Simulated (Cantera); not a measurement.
A freely propagating, adiabatic, planar premixed flame of H2 : O2 : N2 = 1 : 0.208 : 0.583 (molar parts), unburnt at 573 K and 0.0987 atm; mixture-averaged transport, grid criteria slope 0.08 and curve 0.16, no radiation.

Detailed kinetics in Cantera: the H2/O2 subset of GRI-Mech 3.0, which has no nitrogen chemistry. Burning velocities carry a grid error of a few per cent, more on coarse grids.

Task: How do the results move with these cheaper or finer settings: unity-Lewis-number transport; multicomponent transport; multicomponent+Soret transport; grid criteria slope 0.5, curve 1; grid criteria slope 0.25, curve 0.5; grid criteria slope 0.03, curve 0.06?

Result: 
| setting | laminar burning velocity | thermal thickness | peak x(OH) | peak x(O) | grid points |
|---|---|---|---|---|---|
| as above | 680 cm/s | 8.53 mm | 0.00436 | 0.00435 | 142 |
| unity-Lewis-number transport | 421 cm/s | 7.66 mm | 0.00418 | 0.00285 | 130 |
| multicomponent transport | 656 cm/s | 8.60 mm | 0.00433 | 0.00418 | 142 |
| multicomponent+Soret transport | 641 cm/s | 8.48 mm | 0.00432 | 0.00417 | 142 |
| grid criteria slope 0.5, curve 1 | 792 cm/s | 12.5 mm | 0.00482 | 0.00373 | 50 |
| grid criteria slope 0.25, curve 0.5 | 728 cm/s | 9.89 mm | 0.00449 | 0.00398 | 77 |
| grid criteria slope 0.03, curve 0.06 | 662 cm/s | 8.13 mm | 0.00423 | 0.00441 | 328 |
Unity Lewis numbers drop preferential diffusion, which matters most where H2 and H carry the flame; Soret adds thermal diffusion.
